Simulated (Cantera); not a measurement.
# Equilibrium for boron, boron nitride and boron oxide: B₂H₆ + O₂ + H₂O

A closed system holds: 1 mol B₂H₆, 8.2 mol O₂, 0.21 mol H₂O, held at 29.0 Pa.

Equilibrium computed with Cantera from the NASA thermochemical tables; the gas is ideal and each condensed phase is pure. Candidate condensed phases: B, B₂O₃, B₃O₃H₃, H₂O; 23 gas species. The feed counts by its element totals alone. Gases not in the tables: H₃BO₃. Rates play no part.

From 873 K to 1273 K the condensed part is B₂O₃(l). From 1473 K to 2473 K nothing is condensed.

```json
[
 {"T (K)": "873", "log p O₂": "-3.75", "log p H₂O": "-3.96", "log p O": "-13.59", "log p H": "<-15", "log p HBO₂": "-7.89", "log p OH": "-10.42", "log p BO₂": "-14.21", "log p BO": "<-15", "log p H₂": "-14.02", "log p B₂O₃": "-14.52", "n B₂O₃(l)": "0.997"},
 {"T (K)": "1073", "log p O₂": "-3.75", "log p H₂O": "-3.96", "log p O": "-10.78", "log p H": "-13.48", "log p HBO₂": "-5.94", "log p OH": "-8.61", "log p BO₂": "-10.48", "log p BO": "<-15", "log p H₂": "-11.26", "log p B₂O₃": "-10.06", "n B₂O₃(l)": "0.982"},
 {"T (K)": "1273", "log p O₂": "-3.76", "log p H₂O": "-4.02", "log p O": "-8.85", "log p H": "-10.85", "log p HBO₂": "-4.67", "log p OH": "-7.40", "log p BO₂": "-7.94", "log p BO": "-13.91", "log p H₂": "-9.41", "log p B₂O₃": "-7.06", "n B₂O₃(l)": "0.671"},
 {"T (K)": "1473", "log p O₂": "-3.80", "log p H₂O": "-4.16", "log p O": "-7.45", "log p H": "-8.97", "log p HBO₂": "-4.24", "log p OH": "-6.57", "log p BO₂": "-6.56", "log p BO": "-10.95", "log p H₂": "-8.14", "log p B₂O₃": "-5.78", "n B₂O₃(l)": "0"},
 {"T (K)": "1673", "log p O₂": "-3.80", "log p H₂O": "-4.15", "log p O": "-6.38", "log p H": "-7.48", "log p HBO₂": "-4.26", "log p OH": "-5.88", "log p BO₂": "-5.89", "log p BO": "-9.12", "log p H₂": "-7.08", "log p B₂O₃": "-5.61", "n B₂O₃(l)": "0"},
 {"T (K)": "1873", "log p O₂": "-3.81", "log p H₂O": "-4.16", "log p O": "-5.53", "log p H": "-6.31", "log p HBO₂": "-4.30", "log p OH": "-5.34", "log p BO₂": "-5.39", "log p BO": "-7.69", "log p H₂": "-6.24", "log p B₂O₃": "-5.51", "n B₂O₃(l)": "0"},
 {"T (K)": "2073", "log p O₂": "-3.85", "log p H₂O": "-4.21", "log p O": "-4.86", "log p H": "-5.38", "log p HBO₂": "-4.38", "log p OH": "-4.94", "log p BO₂": "-5.03", "log p BO": "-6.56", "log p H₂": "-5.59", "log p B₂O₃": "-5.48", "n B₂O₃(l)": "0"},
 {"T (K)": "2273", "log p O₂": "-3.96", "log p H₂O": "-4.40", "log p O": "-4.35", "log p H": "-4.66", "log p HBO₂": "-4.57", "log p OH": "-4.70", "log p BO₂": "-4.79", "log p BO": "-5.67", "log p H₂": "-5.17", "log p B₂O₃": "-5.56", "n B₂O₃(l)": "0"},
 {"T (K)": "2473", "log p O₂": "-4.22", "log p H₂O": "-4.98", "log p O": "-4.01", "log p H": "-4.23", "log p HBO₂": "-5.08", "log p OH": "-4.75", "log p BO₂": "-4.77", "log p BO": "-5.01", "log p H₂": "-5.15", "log p B₂O₃": "-5.90", "n B₂O₃(l)": "0"}
]
```
log p: log10 of the partial pressure in bar; n: condensed amount in mol.
